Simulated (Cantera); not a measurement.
## Stirred combustor or abatement burner

A perfectly stirred reactor is fed with H2 : O2 : N2 : H2O = 1 : 0.333 : 1.25 : 0.071 (molar parts), equivalence ratio 1.5, at 1.00 bar; it is adiabatic with a 750 K inlet, and is followed from long to short residence time, starting on the burning branch (τ in s: 0.021, 0.012, 0.007, 0.0041, 0.0024, 0.0014, 0.00079, 0.00046, 0.00026, 0.00015, 8.8e-05, 5.1e-05).

Cantera simulation using the H2/O2 subset of GRI-Mech 3.0, which has no nitrogen chemistry; the numbers are that mechanism's predictions, not measurements.

| τ (s) | T (K) | x H2 | x O2 | x H2O | x HO2 | x H2O2 |
|---|---|---|---|---|---|---|
| 0.021 | 2470 | 0.140 | 0.000268 | 0.309 | 1.84e-7 | 3.78e-8 |
| 0.012 | 2457 | 0.140 | 0.000342 | 0.308 | 2.35e-7 | 4.44e-8 |
| 0.0070 | 2439 | 0.139 | 0.000458 | 0.306 | 3.14e-7 | 5.37e-8 |
| 0.0041 | 2413 | 0.139 | 0.000637 | 0.304 | 4.34e-7 | 6.63e-8 |
| 0.0024 | 2378 | 0.138 | 0.000909 | 0.301 | 6.08e-7 | 8.28e-8 |
| 0.0014 | 2332 | 0.137 | 0.00131 | 0.298 | 8.55e-7 | 1.05e-7 |
| 0.00079 | 2271 | 0.135 | 0.00192 | 0.293 | 1.22e-6 | 1.37e-7 |
| 0.00046 | 2201 | 0.134 | 0.00272 | 0.288 | 1.70e-6 | 1.81e-7 |
| 0.00026 | 2114 | 0.132 | 0.00382 | 0.282 | 2.41e-6 | 2.54e-7 |
| 0.00015 | 2019 | 0.129 | 0.00518 | 0.275 | 3.38e-6 | 3.69e-7 |
| 8.8e-5 | 1919 | 0.127 | 0.00685 | 0.268 | 4.72e-6 | 5.50e-7 |
| 5.1e-5 | 1811 | 0.126 | 0.00911 | 0.261 | 6.77e-6 | 8.49e-7 |
x: mole fraction; the columns are a selection and need not sum to one.
